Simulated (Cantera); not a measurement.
A perfectly stirred reactor is fed with CH4 : O2 : N2 = 1 : 1.54 : 10.9 (molar parts), equivalence ratio 1.3, at 5.00 bar; it is adiabatic with a 375 K inlet, and is followed from long to short residence time, starting on the burning branch (τ in s: 0.11, 0.041, 0.015, 0.0057, 0.0021, 0.0008, 0.0003, 0.00011, 4.2e-05, 1.6e-05, 6e-06).

Cantera simulation using GRI-Mech 3.0 (53 species, 325 reactions); the numbers are that mechanism's predictions, not measurements.

### Question
Predict: blow-out, bracketed by the residence times tried; x(CH4) at τ = 0.110 s; x(O2) at τ = 0.110 s; x(O) at τ = 0.110 s; x(C2H2) at τ = 0.110 s; x(CH3) at τ = 0.110 s; x(CH4) at τ = 0.800 ms; x(O2) at τ = 0.800 ms.

### Answer
```
Quantity                                                                      Result
------------------------------------------------  ----------------------------------
blow-out, bracketed by the residence times tried  burning at 15.0 ms, out at 5.70 ms
x(CH4) at τ = 0.110 s                                                        0.00531
x(O2) at τ = 0.110 s                                                         0.00224
x(O) at τ = 0.110 s                                                          1.50e-7
x(C2H2) at τ = 0.110 s                                                       0.00134
x(CH3) at τ = 0.110 s                                                        5.27e-5
x(CH4) at τ = 0.800 ms                                                        0.0744
x(O2) at τ = 0.800 ms                                                          0.115
```
